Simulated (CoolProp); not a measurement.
Saturation properties of R141b.

The numbers come from the reference Helmholtz-energy equation of state, Lemmon 2006 in CoolProp. It is a short technical equation, of lower accuracy than the large ones.

| T (°C) | p (bar) | vapour Z | liquid viscosity (µPa s) |
|---|---|---|---|
| 60.55 | 2.501 | 0.9285 | 279 |
| 70.25 | 3.272 | 0.9144 | 253 |
| 79.95 | 4.210 | 0.8986 | 230 |
| 89.65 | 5.338 | 0.8811 | 209 |
| 99.45 | 6.690 | 0.8614 | 191 |
| 109.15 | 8.264 | 0.8400 | 174 |
| 118.85 | 10.10 | 0.8163 | 158 |
| 128.55 | 12.21 | 0.7902 | 144 |
| 138.25 | 14.63 | 0.7613 | 131 |
| 147.95 | 17.38 | 0.7291 | 119 |
| 157.65 | 20.51 | 0.6931 | 107 |
| 167.35 | 24.03 | 0.6519 | 95.5 |
| 177.05 | 27.98 | 0.6039 | 84.3 |
| 186.75 | 32.44 | 0.5449 | 72.8 |
| 196.45 | 37.47 | 0.4635 | 59.6 |

It boils at 32.0 °C under 1 atm.

Viscosity comes from a separate model (Huber 2003), an estimate that may be off by 10 % or more.
